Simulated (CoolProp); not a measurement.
CF4 (R14) at 293.15 K and 0.352 MPa flows at 8 m/s in a round tube of 10 mm bore and 15 µm roughness, fully developed (64/Re and Nu = 3.66 if laminar; Colebrook and Gnielinski if turbulent). Each further row changes one setting.

Computed with CoolProp (reference Helmholtz-energy equation of state, Platzer 1990). This equation is an older, rougher fit.

| case | Reynolds number | Darcy friction factor | pressure drop (Pa/m) | heat-transfer coefficient (W/(m² K)) | mass flow (kg/h) |
|---|---|---|---|---|---|
| as stated | 60200 | ? | 1020 | ? | 29.2 |
| velocity 16 m/s | 120000 | 0.0234 | ? | 471 | 58.3 |
| diameter 20 mm | 120000 | 0.0209 | 431 | ? | 117 |

Task: Some entries are withheld; supply them.

Result: 
- as stated, Darcy friction factor: 0.0248
- as stated, heat-transfer coefficient (W/(m² K)): 248
- velocity 16 m/s, pressure drop (Pa/m): 3870
- diameter 20 mm, heat-transfer coefficient (W/(m² K)): 208

Viscosity comes from a separate model (Huber 2003), an estimate that may be off by 10 % or more. Thermal conductivity comes from a separate model (Huber 2003), an estimate that may be off by 10 % or more.
